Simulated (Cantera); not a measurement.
Feed: 1 mol SiCl4, 2.5 mol H2, 0.98 mol HCl, held at 18.0 bar.

These are equilibrium values from Cantera (NASA tables, ideal gas, pure condensed phases), not measurements of a reactor. Candidate condensed phases: Si; 19 gas species. The tables' values for SiCl3 are old estimates; treat these amounts as uncertain. Rates play no part. All values below are at 1125 K.

Base state: H2 0.549, HCl 0.228, SiCl4 0.214, SiHCl3 0.00895, SiCl3 0.000206, SiH2Cl2 4.59e-5 (mole fractions); condensed: gas only.

### Question
What changes in the equilibrium state with this change: HCl from 0.98 to 2.1 mol?

### Answer
```
species    before    after
-------  --------  -------
H2          0.549    0.443
HCl         0.228    0.379
SiCl4       0.214    0.175
SiH2Cl2   4.59e-5  8.86e-6
SiHCl3    0.00895  0.00355
SiCl3    0.000206  9.11e-5
```
